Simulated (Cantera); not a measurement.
Low-pressure radical oxidation in H2/O2

An isothermal, constant-pressure homogeneous reactor starts with 3.10 % H2, 96.9 % O2, at 1000 K and 11.3 Torr.

Computed with Cantera and the H2/O2 subset of GRI-Mech 3.0, which has no nitrogen chemistry. Radical loss at walls, strong at low pressure, is not modelled.

```csv
t (s),x H2,x O2,x H2O,x O,x H2O2
2.00e-6,0.0310,0.969,<1e-12,<1e-12,<1e-12
1.14e-5,0.0310,0.969,<1e-12,<1e-12,<1e-12
6.45e-5,0.0310,0.969,<1e-12,4.85e-12,<1e-12
0.000367,0.0310,0.969,7.36e-11,1.10e-10,<1e-12
0.00208,0.0310,0.969,2.37e-8,1.68e-8,<1e-12
0.0118,0.00134,0.953,0.0264,0.0127,1.44e-7
0.0672,5.83e-5,0.966,0.0311,0.00193,6.24e-8
0.382,2.18e-6,0.968,0.0315,8.11e-5,3.42e-8
2.17,8.99e-8,0.968,0.0315,3.99e-6,8.87e-9
12.3,6.97e-9,0.969,0.0315,3.54e-7,1.69e-9
70.0,8.50e-10,0.969,0.0315,4.60e-8,3.03e-10
```
x: mole fraction; the columns are a selection and need not sum to one.

Equilibrium at this temperature and pressure: H2 2.30e-11, O2 0.969, H2O 0.0315, O 1.27e-9, H2O2 1.07e-11 (gas phase only).
